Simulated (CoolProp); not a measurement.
Vapour-liquid equilibrium of benzene (1) + n-nonane (2) at 1.53 MPa; x and y are mole fractions of (1).

Model: multi-fluid Helmholtz-energy mixture model, Thol 2012 and Lemmon 2006; pair parameters Bell 2016, in CoolProp.

| x | bubble temperature (°C) | y at the bubble point | dew temperature at overall composition x (°C) | liquid density (mol/L) |
|---|---|---|---|---|
| 0.05 | 285.9 | 0.098 | 289.3 | 3.468 |
| 0.15 | 272.4 | 0.284 | 282.2 | 3.833 |
| 0.25 | 260.1 | 0.442 | 274.9 | 4.202 |
| 0.35 | 249.4 | 0.569 | 267.4 | 4.584 |
| 0.45 | 240.0 | 0.671 | 259.5 | 4.990 |
| 0.55 | 231.8 | 0.753 | 251.1 | 5.434 |
| 0.65 | 224.5 | 0.822 | 242.0 | 5.929 |
| 0.75 | 218.0 | 0.881 | 232.1 | 6.491 |
| 0.85 | 212.0 | 0.933 | 221.5 | 7.142 |
| 0.95 | 206.5 | 0.979 | 210.0 | 7.905 |

No azeotrope shows between x = 0.05 and 0.95.

Pair parameters are fitted to limited data, so mixtures are less certain than the pure fluids.
